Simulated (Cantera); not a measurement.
**Thermodynamics of carbon deposition, reforming and gasification, feed C2H6 + CO2 + H2**

Feed: 1 mol C2H6, 2.2 mol CO2, 11 mol H2, equilibrated at 1 atm.

These are equilibrium values from Cantera (NASA tables, ideal gas, pure condensed phases), not measurements of a reactor. Candidate condensed phases: C, C6H6, C7H8, C8H18, H2O; 131 gas species. Ions and electrons are included (thermal ionisation). The numbers say what is thermodynamically allowed, not how fast it happens.

| T (K) | x H | x H2 | x CO | x H2O |
|---|---|---|---|---|
| 2500 | 0.0215 | 0.740 | 0.228 | 0.0103 |
| 3000 | 0.126 | 0.648 | 0.216 | 0.00921 |
| 3500 | 0.382 | 0.423 | 0.186 | 0.00525 |
| 4000 | 0.664 | 0.176 | 0.153 | 0.000910 |
| 4500 | 0.802 | 0.0545 | 0.137 | 7.02e-5 |
| 5000 | 0.843 | 0.0174 | 0.130 | 7.59e-6 |
x: gas mole fraction; nothing condenses.

From 2500 K to 5000 K nothing is condensed. The main C-bearing gas is CO throughout.
